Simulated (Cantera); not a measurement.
Input: 1 mol PbF2, a varied amount of H2, 4.9 mol N2, held at 1900 K and 0.850 Pa.

Method: chemical equilibrium by Gibbs-energy minimisation in Cantera with the NASA 1993 tables (ideal gas, pure condensed phases). Candidate condensed phases: Pb, PbF2; 26 gas species. Equilibrium is a limit: real reactors are often held back by kinetics, nucleation or transport.

x: gas mole fraction; nothing condenses.

| n(H2) (mol) | x N2 | x H2 | x HF | x H | x Pb | x F | x PbF |
|---|---|---|---|---|---|---|---|
| 0.95 | 0.621 | 2.27e-6 | 0.240 | 0.000410 | 0.125 | 0.0116 | ___ |
| 1.3 | 0.587 | 0.0178 | 0.239 | 0.0363 | 0.120 | 0.000131 | ___ |
| 1.8 | 0.545 | 0.0566 | 0.222 | 0.0648 | 0.111 | 6.82e-5 | ___ |
| 2.6 | 0.492 | 0.115 | 0.201 | 0.0921 | 0.100 | 4.33e-5 | ___ |
| 3.6 | 0.440 | 0.176 | 0.180 | 0.114 | 0.0898 | 3.12e-5 | ___ |
| 5 | 0.384 | 0.246 | 0.157 | 0.135 | 0.0784 | 2.31e-5 | ___ |
| 7 | 0.325 | 0.321 | 0.133 | 0.154 | 0.0664 | 1.71e-5 | ___ |
| 9.7 | 0.270 | 0.394 | 0.110 | 0.171 | 0.0551 | 1.28e-5 | ___ |

Problem. Fill in the missing entries.

Solution. 
- 0.95, x PbF: 0.00132
- 1.3, x PbF: 1.42e-5
- 1.8, x PbF: 6.86e-6
- 2.6, x PbF: 3.93e-6
- 3.6, x PbF: 2.53e-6
- 5, x PbF: 1.63e-6
- 7, x PbF: 1.03e-6
- 9.7, x PbF: 6.38e-7
